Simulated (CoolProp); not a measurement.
p-xylene along the isobar 4420 kPa: fugacity coefficient from the reference equation and from simpler models built on Tc = 616.2 K, pc = 3532 kPa, ω = 0.324; each cubic takes its own stable root.

Model: reference Helmholtz-energy equation of state, Zhou 2012, in CoolProp.

| T (K) | phase | reference | van der Waals | Redlich-Kwong | Soave-Redlich-Kwong | Peng-Robinson |
|---|---|---|---|---|---|---|
| 437.7 | liquid | 0.04858 | 0.1903 | 0.08771 | 0.05059 | 0.04915 |
| 451.7 | liquid | 0.06509 | 0.2166 | 0.1105 | 0.06818 | 0.06602 |
| 465.7 | liquid | 0.08518 | 0.2445 | 0.1366 | 0.08970 | 0.08662 |
| 479.8 | liquid | 0.1093 | 0.2740 | 0.1661 | 0.1156 | 0.1114 |
| 493.8 | liquid | 0.1373 | 0.3044 | 0.1985 | 0.1458 | 0.1403 |
| 507.8 | liquid | 0.1695 | 0.3360 | 0.2338 | 0.1805 | 0.1734 |
| 521.8 | liquid | 0.2058 | 0.3684 | 0.2717 | 0.2196 | 0.2108 |
| 535.9 | liquid | 0.2464 | 0.4019 | 0.3123 | 0.2633 | 0.2526 |
| 549.9 | liquid | 0.2905 | 0.4356 | 0.3545 | 0.3106 | 0.2979 |
| 563.9 | liquid | 0.3381 | 0.4696 | 0.3982 | 0.3612 | 0.3464 |
| 577.9 | liquid | 0.3885 | 0.5037 | 0.4428 | 0.4144 | 0.3975 |
| 592 | liquid | 0.4415 | 0.5378 | 0.4880 | 0.4696 | 0.4507 |
| 606 | liquid | 0.4953 | 0.5711 | 0.5324 | 0.5247 | 0.5037 |
| 620 | supercritical | 0.5486 | 0.6035 | 0.5752 | 0.5780 | 0.5551 |
